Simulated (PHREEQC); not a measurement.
Consider water at 35 °C with 0.0044 mol/kgw H2S, 0.00076 mol/kgw NaOH and 0.19 mol/kgw ZnCl2. Closed to the air; pH follows from the charge balance.

Computed with PHREEQC (ion-association model, phreeqc.dat).

```json
[
 {"quantity": "pH", "before": "2.57", "after": "4.48"},
 {"quantity": "ionic strength (mol/kgw)", "before": "0.464", "after": "0.00564"},
 {"quantity": "Cl- (mol/kgw)", "before": "0.320", "after": "0.00378"},
 {"quantity": "Zn+2 (mol/kgw)", "before": "0.140", "after": "0.00186"},
 {"quantity": "ZnCl+ (mol/kgw)", "before": "0.0398", "after": "2.10e-5"},
 {"quantity": "ZnCl2 (mol/kgw)", "before": "0.00527", "after": "7.33e-8"},
 {"quantity": "SI of Sphalerite (ZnS)", "before": "+4.45", "after": "+4.66"}
]
```

Which change was made?
(A) diluted 100-fold with water
(B) NaOH from 0.00076 to 0.00038 mol/kgw
(C) NaOH left out

A, diluted 100-fold with water

Precipitation was switched off in this run. Some of these states are supersaturated (in Sphalerite (slow to form), for instance).
